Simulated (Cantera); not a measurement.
Adiabatic ignition

An adiabatic, constant-volume homogeneous reactor starts with 27.9 % CO, 0.838 % H2, 13.1 % O2, 49.2 % N2, 8.94 % H2O, equivalence ratio 1.1, at 1150 K and 0.237 atm.

Detailed kinetics in Cantera: GRI-Mech 3.0 (53 species, 325 reactions).

| t (s) | T (K) | P (bar) | x CO | x H2 | x O2 | x HO2 | x O | x N2O | x OH |
|---|---|---|---|---|---|---|---|---|---|
| 3.00e-6 | 1150 | 0.240 | 0.279 | 0.00838 | 0.131 | 2.14e-11 | 5.58e-10 | <1e-12 | 1.23e-11 |
| 8.71e-6 | 1150 | 0.240 | 0.279 | 0.00838 | 0.131 | 6.44e-11 | 1.58e-9 | <1e-12 | 7.51e-11 |
| 2.53e-5 | 1150 | 0.240 | 0.279 | 0.00838 | 0.131 | 2.41e-10 | 4.48e-9 | <1e-12 | 4.09e-10 |
| 7.33e-5 | 1150 | 0.240 | 0.279 | 0.00838 | 0.131 | 2.00e-9 | 1.70e-8 | <1e-12 | 2.72e-9 |
| 0.000213 | 1150 | 0.240 | 0.279 | 0.00838 | 0.131 | 7.05e-8 | 3.24e-7 | <1e-12 | 6.57e-8 |
| 0.000617 | 1161 | 0.242 | 0.277 | 0.00749 | 0.129 | 2.27e-5 | 0.00116 | 9.99e-10 | 0.000257 |
| 0.00179 | 2405 | 0.468 | 0.121 | 0.00933 | 0.0433 | 2.75e-6 | 0.0118 | 1.02e-7 | 0.0164 |
| 0.00520 | 2628 | 0.504 | 0.106 | 0.00730 | 0.0348 | 4.04e-6 | 0.00702 | 2.56e-7 | 0.0152 |
| 0.0151 | 2622 | 0.502 | 0.106 | 0.00733 | 0.0328 | 3.82e-6 | 0.00662 | 2.84e-7 | 0.0147 |
| 0.0438 | 2621 | 0.502 | 0.106 | 0.00734 | 0.0323 | 3.77e-6 | 0.00652 | 2.94e-7 | 0.0146 |
| 0.127 | 2621 | 0.502 | 0.106 | 0.00734 | 0.0323 | 3.77e-6 | 0.00652 | 2.94e-7 | 0.0146 |
| 0.368 | 2621 | 0.502 | 0.106 | 0.00734 | 0.0323 | 3.77e-6 | 0.00652 | 2.94e-7 | 0.0146 |
| 1.07 | 2621 | 0.502 | 0.106 | 0.00734 | 0.0323 | 3.77e-6 | 0.00652 | 2.94e-7 | 0.0146 |
| 3.10 | 2621 | 0.502 | 0.106 | 0.00734 | 0.0323 | 3.77e-6 | 0.00652 | 2.94e-7 | 0.0146 |
| 9.00 | 2621 | 0.502 | 0.106 | 0.00734 | 0.0323 | 3.77e-6 | 0.00652 | 2.94e-7 | 0.0146 |
x: mole fraction; the columns are a selection and need not sum to one.

time of steepest temperature rise: 0.890 ms
temperature at 9.00 s: 2621 K
equilibrium temperature: 2621 K
x(CO) at 9.00 s: 0.106 (gas-phase equilibrium 0.106)
x(H2) at 9.00 s: 0.00734 (gas-phase equilibrium 0.00734)
x(O2) at 9.00 s: 0.0323 (gas-phase equilibrium 0.0323)
